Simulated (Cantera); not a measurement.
## Gas-phase reforming

A perfectly stirred reactor is fed with 19.0 % CH4, 79.8 % H2O, 1.18 % H2, at 2.30 bar; it is held at 1775 K, and followed from long to short residence time.

Model: GRI-Mech 3.0 (53 species, 325 reactions), integrated in Cantera.

```tsv
τ (s)	x CH4	x H2O	x H2	x O	x CO2	x O2	x H2O2
3.6	0.00444	0.423	0.438	1.67e-9	0.0275	7.18e-10	1.38e-11
1.4	0.00806	0.435	0.427	1.71e-9	0.0275	7.71e-10	1.49e-11
0.51	0.0139	0.457	0.405	1.75e-9	0.0270	8.77e-10	1.73e-11
0.19	0.0220	0.495	0.371	1.80e-9	0.0255	1.07e-9	2.20e-11
0.073	0.0321	0.546	0.324	1.88e-9	0.0220	1.42e-9	2.99e-11
0.027	0.0458	0.607	0.266	2.04e-9	0.0156	2.05e-9	4.25e-11
0.010	0.0642	0.663	0.208	2.35e-9	0.00831	3.10e-9	5.87e-11
0.0039	0.0871	0.707	0.157	2.87e-9	0.00318	4.52e-9	7.53e-11
```
x: mole fraction; the columns are a selection and need not sum to one.
